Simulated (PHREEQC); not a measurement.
1.5 g of hydrous ferric oxide (600 m²/g; 0.2 weak and 0.005 strong sites per Fe, Dzombak-Morel constants, diffuse double layer) in 1 kg of water with 0.1 mol/kgw of an inert sodium salt, at 25 °C; the pH is set by adding NaOH or the inert anion's acid. O2 is buffered at 0.21 atm. The system is closed to CO2. Nothing may precipitate in this run.

Base run: PHREEQC, ion-association model, wateq4f.dat. Each further column changes one thing. The table gives surface charge σ (C/m²).

```tsv
pH	base	background salt from 0.1 to 0.01 mol/kgw	oxide from 1.5 to 7.5 g/kgw	0.00046 mol/kgw CaCl2 added
4	0.321	0.221	0.323	0.322
5	0.215	0.115	0.217	0.216
6	0.112	0.050	0.112	0.112
7	0.045	…	0.045	0.046
8	0.004	…	0.004	0.007
9	-0.034	-0.013	-0.034	-0.023
10	-0.094	…	-0.094	-0.070
```

Task: Some entries are withheld; supply them.

Result: 
- 7, background salt from 0.1 to 0.01 mol/kgw: 0.017
- 8, background salt from 0.1 to 0.01 mol/kgw: 0.001
- 10, background salt from 0.1 to 0.01 mol/kgw: -0.041
